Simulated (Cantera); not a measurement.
Feed: 1 mol Fe(CO)5, 0.046 mol CO, 61 mol N2, equilibrated at 1.00 bar.

These are equilibrium values from Cantera (NASA tables, ideal gas, pure condensed phases), not measurements of a reactor. Candidate condensed phases: C, Fe, Fe(CO)5, FeO, Fe2O3, Fe3O4; 27 gas species. Iron dissolves carbon and melts from about 1420 K in contact with it, which pure phases cannot show. Condensed phases not in the tables: cementite and carbon dissolved in iron. Equilibrium is a limit: real reactors are often held back by kinetics, nucleation or transport.

log p: log10 of the partial pressure in bar; n: condensed amount in mol.

```
T (K)  log p N2  log p CO  log p CO2  log p Fe  n C(graphite)  n Fe(γ)  n Fe(δ)
-----  --------  --------  ---------  --------  -------------  -------  -------
1373      -0.03     -1.12      -4.88       ___       0.000876    1.000        0
1423      -0.03     -1.12      -5.10       ___       0.000525    1.000        0
1473      -0.03     -1.12      -5.31       ___              0    1.000        0
1523      -0.03     -1.12      -5.50       ___              0    1.000        0
1573      -0.03     -1.12      -5.68       ___              0    1.000        0
1623      -0.03     -1.12      -5.85       ___              0    1.000        0
1673      -0.03     -1.12      -6.00       ___              0        0    1.000
```

Complete the blanks.


- 1373, log p Fe: -8.11
- 1423, log p Fe: -7.57
- 1473, log p Fe: -7.08
- 1523, log p Fe: -6.61
- 1573, log p Fe: -6.18
- 1623, log p Fe: -5.78
- 1673, log p Fe: -5.40
